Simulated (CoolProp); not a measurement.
Saturation properties of CH2F2 (R32).

Values from CoolProp's reference Helmholtz-energy equation of state, Tillner-Roth 1997.

```tsv
T (K)	p (MPa)	liquid viscosity (µPa s)	vapour viscosity (µPa s)	liquid conductivity (mW/(m K))
169.4	0.002696	745	7.49	227
178.3	0.005971	616	7.89	222
187.2	0.01212	519	8.29	216
196.1	0.02284	444	8.70	211
205	0.04042	384	9.11	205
213.9	0.06771	335	9.51	199
222.8	0.1082	294	9.93	193
231.7	0.1660	260	10.3	186
240.6	0.2458	231	10.8	180
249.5	0.3527	205	11.2	173
258.4	0.4925	183	11.6	166
267.2	0.6690	164	12.0	159
276.1	0.8927	147	12.5	152
285	1.169	132	13.0	145
```

It boils at 221.5 K under 1 atm.

Viscosity comes from a separate model (Bell 2016), an estimate that may be off by 10 % or more. Thermal conductivity comes from a separate model (Huber 2003), an estimate that may be off by 10 % or more.
